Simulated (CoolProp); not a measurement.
The numbers come from the reference Helmholtz-energy equation of state, Polt 1992 in CoolProp. This equation is an older, rougher fit; its heat capacities, sound speeds and derivatives of the liquid may be far off and weren't checked against measurements.

**Question.** For cyclopropane, give the phase and the density (kg/m³), fugacity coefficient at 453.2 K and 1.05 MPa; 453.2 K and 3.15 MPa.

**Answer.** 
- 453.2 K and 1.05 MPa: gas; density 12.3, fugacity coefficient 0.956
- 453.2 K and 3.15 MPa: gas; density 40.9, fugacity coefficient 0.873
